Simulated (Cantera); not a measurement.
# Aluminium nitride and oxide growth: Al(CH₃)₃ + H₂O + N₂

Charge: 1 mol Al(CH₃)₃, 0.37 mol H₂O, a varied amount of N₂, held at 1550 °C and 10.0 mbar.

Equilibrium computed with Cantera from the NASA thermochemical tables; the gas is ideal and each condensed phase is pure. Candidate condensed phases: Al, AlN, Al₂O₃, C, C₆H₆, C₇H₈, C₈H₁₈, H₂O; 148 gas species. The feed counts by its element totals alone. Kinetics and transport are ignored.

From 1.2 mol N₂ to 25 mol N₂ the condensed part is AlN(s) + C(graphite). The main Al-bearing gas is Al throughout.

```csv
n(N₂) (mol),x N₂,x H₂,x CO,x H,x HCN,x Al,x C₂H₂ (acetylene),x HNC,n AlN(s),n C(graphite)
1.2,0.117,0.813,0.0620,0.00391,0.00212,0.00150,0.000172,8.46e-5,0.991,2.61
1.8,0.197,0.739,0.0564,0.00373,0.00262,0.00116,0.000156,0.000105,0.992,2.61
2.6,0.284,0.658,0.0502,0.00352,0.00297,0.000965,0.000139,0.000119,0.993,2.61
3.8,0.384,0.565,0.0432,0.00326,0.00320,0.000830,0.000120,0.000128,0.993,2.60
5.5,0.486,0.471,0.0360,0.00298,0.00328,0.000738,9.97e-5,0.000131,0.992,2.59
8,0.586,0.378,0.0290,0.00267,0.00323,0.000672,8.00e-5,0.000129,0.991,2.59
12,0.684,0.287,0.0221,0.00233,0.00304,0.000622,6.08e-5,0.000122,0.989,2.57
17,0.756,0.221,0.0170,0.00204,0.00281,0.000591,4.68e-5,0.000112,0.987,2.56
25,0.821,0.161,0.0124,0.00174,0.00250,0.000568,3.41e-5,9.98e-5,0.983,2.55
```
x: gas mole fraction; n: condensed amount in mol.
